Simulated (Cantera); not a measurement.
**Thermodynamics of fluorocarbon and chlorocarbon gases, feed C2F6 + H2**

Feed: 1 mol C2F6, a varied amount of H2, equilibrated at 0.0368 Torr.

Method: chemical equilibrium by Gibbs-energy minimisation in Cantera with the NASA 1993 tables (ideal gas, pure condensed phases). Candidate condensed phases: C, C6H6, C7H8, C8H18; 95 gas species. The feed counts by its element totals alone. Equilibrium is a limit: real reactors are often held back by kinetics, nucleation or transport.

Stable condensed phases:

```
T in K \ n(H2) in mol
         0.82  1.6  2.3  3.1  3.9  4.6  5.4  6.1  6.9  7.6  8.4  9.1
   3175     A    A    A    A    A    A    A    A    A    A    A    A
   3125     A    A    A    A    A    A    A    A    A    A    A    A
   3075     A    A    A    A    A    A    A    A    A    A    A    A
   3025     A    A    A    A    A    A    A    A    A    A    A    A
   2975     A    A    A    A    A    A    A    A    A    A    A    A
   2925     A    A    A    A    A    A    A    A    A    A    A    A
   2875     A    A    A    A    A    A    A    A    A    A    A    A
   2825     A    A    A    A    A    A    A    A    A    A    A    A
   2775     A    A    A    A    A    A    A    A    A    A    A    A
   2725     A    A    A    A    A    A    A    A    A    A    A    A
   2675     A    A    A    A    A    A    A    A    A    A    A    A
   2625     B    B    B    A    A    A    A    A    A    A    A    A
   2575     B    B    B    B    B    B    B    B    B    B    A    A
```

A: gas only; B: C.
